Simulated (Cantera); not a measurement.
A perfectly stirred reactor is fed with CH₄ : CO : O₂ : N₂ = 1 : 0.25 : 2.83 : 10.7 (molar parts), equivalence ratio 0.75, at 17.8 atm; it is adiabatic with a 300 K inlet, and is followed from long to short residence time, starting on the burning branch (τ in s: 0.024, 0.011, 0.0052, 0.0025, 0.0012, 0.00055, 0.00026, 0.00012, 5.8e-05).

Detailed kinetics in Cantera: GRI-Mech 3.0 (53 species, 325 reactions). The pressure lies above the range GRI-Mech 3.0 was tuned for (to about 10 atm).

One state of this run: T (K) = 1920; x CH₄ = 0.000122; x CO = 0.00292; x O₂ = 0.0496; x NO = 1.33e-5; x CH₂CO = 2.89e-7; x CH₃ = 3.11e-5; x CH₂ = 6.72e-7. x: mole fraction; the columns are a selection and need not sum to one.

Which value of τ (s) does it belong to?
A. 5.8e-5
B. 0.00012
C. 0.00055
D. 0.0052

C, 0.00055
